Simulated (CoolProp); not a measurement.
Vapour-liquid equilibrium of dimethyl carbonate (1) + n-heptane (2) at 451.5 K; x and y are mole fractions of (1).

Values from CoolProp's multi-fluid Helmholtz-energy mixture model, Zhou 2011 and Span 2003; pair parameters Bell 2016.

```json
[
 {"x": "0.05", "bubble pressure, mixture model (MPa)": "0.7278", "bubble pressure, Raoult's law (MPa)": "0.6756", "y, mixture model": "0.114", "y, Raoult's law": "0.067"},
 {"x": "0.125", "bubble pressure, mixture model (MPa)": "0.8090", "bubble pressure, Raoult's law (MPa)": "0.6935", "y, mixture model": "0.242", "y, Raoult's law": "0.163"},
 {"x": "0.2", "bubble pressure, mixture model (MPa)": "0.8740", "bubble pressure, Raoult's law (MPa)": "0.7114", "y, mixture model": "0.337", "y, Raoult's law": "0.254"},
 {"x": "0.275", "bubble pressure, mixture model (MPa)": "0.9250", "bubble pressure, Raoult's law (MPa)": "0.7293", "y, mixture model": "0.411", "y, Raoult's law": "0.340"},
 {"x": "0.35", "bubble pressure, mixture model (MPa)": "0.9640", "bubble pressure, Raoult's law (MPa)": "0.7472", "y, mixture model": "0.472", "y, Raoult's law": "0.423"},
 {"x": "0.425", "bubble pressure, mixture model (MPa)": "0.9930", "bubble pressure, Raoult's law (MPa)": "0.7651", "y, mixture model": "0.523", "y, Raoult's law": "0.501"},
 {"x": "0.5", "bubble pressure, mixture model (MPa)": "1.013", "bubble pressure, Raoult's law (MPa)": "0.7830", "y, mixture model": "0.570", "y, Raoult's law": "0.576"},
 {"x": "0.575", "bubble pressure, mixture model (MPa)": "1.026", "bubble pressure, Raoult's law (MPa)": "0.8009", "y, mixture model": "0.613", "y, Raoult's law": "0.648"},
 {"x": "0.65", "bubble pressure, mixture model (MPa)": "1.031", "bubble pressure, Raoult's law (MPa)": "0.8188", "y, mixture model": "0.657", "y, Raoult's law": "0.716"},
 {"x": "0.725", "bubble pressure, mixture model (MPa)": "1.029", "bubble pressure, Raoult's law (MPa)": "0.8368", "y, mixture model": "0.703", "y, Raoult's law": "0.782"},
 {"x": "0.8", "bubble pressure, mixture model (MPa)": "1.017", "bubble pressure, Raoult's law (MPa)": "0.8547", "y, mixture model": "0.756", "y, Raoult's law": "0.845"},
 {"x": "0.875", "bubble pressure, mixture model (MPa)": "0.9924", "bubble pressure, Raoult's law (MPa)": "0.8726", "y, mixture model": "0.823", "y, Raoult's law": "0.905"},
 {"x": "0.95", "bubble pressure, mixture model (MPa)": "0.9480", "bubble pressure, Raoult's law (MPa)": "0.8905", "y, mixture model": "0.915", "y, Raoult's law": "0.963"}
]
```

The largest gap from Raoult's law is +29.8 % in bubble pressure, at x = 0.425. y crosses x between x = 0.65 and 0.725: the model has an azeotrope there.

Pair parameters are fitted to limited data, so mixtures are less certain than the pure fluids.
